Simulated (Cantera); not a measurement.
Input (Python, Cantera):

```python
import numpy as np
import cantera as ct

gas = ct.Solution("SiF4_NH3_mec.yaml", "gas")
gas.TPX = 2300, 13332, {'NH3': 1, 'H2': 28}
reactor = ct.IdealGasConstPressureReactor(gas, energy="off", clone=False)
net = ct.ReactorNet([reactor])
net.rtol, net.atol = 1e-08, 1e-18
show = ['NH3', 'H2', 'N2', 'NH', 'N2H4']
times = np.geomspace(0.001, 200, 10)

steps = ct.SolutionArray(gas, extra=["t"])
rows = []
print(f"{'t/s':>10s}{'T/K':>9s}{'P/Pa':>11s}" + "".join(f"{s:>11s}" for s in show))
for t in times:
    while net.time < t:
        t_next = net.step()
        steps.append(gas.state, t=t_next)
    rows.append([np.interp(t, steps.t, y) for y in (steps.T, steps.P, *steps(*show).X.T)])
    print(f"{t:10.3e}{rows[-1][0]:9.1f}{rows[-1][1]:11.4g}" + "".join(f"{x:11.3e}" for x in rows[-1][2:]))
rate = np.gradient(steps.T, steps.t)
print("integrator steps:", len(steps.t))
if steps.T.max() > steps.T[0] + 200:
    print(f"time of steepest temperature rise: {steps.t[rate.argmax()]:.4e} s")
gas.TPX = 2300, 13332, {'NH3': 1, 'H2': 28}
gas.equilibrate("TP")
print(f"equilibrium (TP): T = {gas.T:.1f} K  " + "  ".join(f"{s} {gas[s].X[0]:.3e}" for s in show))
```

Result:

```
       t/s      T/K       P/Pa        NH3         H2         N2         NH       N2H4
 1.000e-03   2300.0  1.333e+04  3.416e-02  9.636e-01  2.635e-05  9.480e-06  3.563e-10
 3.882e-03   2300.0  1.333e+04  3.043e-02  9.632e-01  1.690e-03  4.021e-05  1.354e-09
 1.507e-02   2300.0  1.333e+04  1.484e-02  9.699e-01  9.286e-03  3.494e-05  5.701e-10
 5.848e-02   2300.0  1.333e+04  3.391e-04  9.655e-01  1.634e-02  8.004e-06  2.928e-12
 2.270e-01   2300.0  1.333e+04  7.398e-06  9.574e-01  1.644e-02  3.820e-07  3.031e-15
 8.811e-01   2300.0  1.333e+04  1.388e-06  9.574e-01  1.645e-02  7.173e-08  1.068e-16
 3.420e+00   2300.0  1.333e+04  3.743e-07  9.574e-01  1.645e-02  1.934e-08  7.798e-18
 1.327e+01   2300.0  1.333e+04  2.123e-07  9.574e-01  1.645e-02  1.097e-08  2.532e-18
 5.153e+01   2300.0  1.333e+04  2.095e-07  9.574e-01  1.645e-02  1.082e-08  2.466e-18
 2.000e+02   2300.0  1.333e+04  2.095e-07  9.574e-01  1.645e-02  1.082e-08  2.466e-18
integrator steps: 1594
equilibrium (TP): T = 2300.0 K  NH3 2.095e-07  H2 9.574e-01  N2 1.645e-02  NH 1.082e-08  N2H4 2.466e-18
```

Cantera simulation using the gas-phase N/H chemistry of the illustrative SiF4/NH3 mechanism in the Surface Chemkin manual (1991); the numbers are that mechanism's predictions, not measurements. Walls and surfaces, which speed up NH3 decomposition in real reactors, are not modelled.
